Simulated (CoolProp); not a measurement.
Acetone along the isobar 159 bar: density (kg/m³) from the reference equation and from simpler models built on Tc = 235.0 °C, pc = 46.92 bar, ω = 0.307; each cubic takes its own stable root.

Model: reference Helmholtz-energy equation of state, Lemmon 2006, in CoolProp. It is a short technical equation, of lower accuracy than the large ones.

```csv
T (°C),phase,reference,van der Waals,Soave-Redlich-Kwong
-0.05,liquid,824.6,432.9,642.7
9.35,liquid,815.2,429.6,636.9
18.75,liquid,805.7,426.3,631.0
28.15,liquid,796.2,422.8,624.9
37.55,liquid,786.6,419.4,618.5
46.95,liquid,777.0,415.9,612.0
56.35,liquid,767.2,412.4,605.2
65.75,liquid,757.4,408.8,598.2
75.05,liquid,747.5,405.2,591.0
84.45,liquid,737.4,401.5,583.5
93.85,liquid,727.2,397.8,575.8
103.25,liquid,716.8,394.0,567.8
112.65,liquid,706.3,390.2,559.5
122.05,liquid,695.5,386.3,550.9
131.45,liquid,684.6,382.3,542.0
```
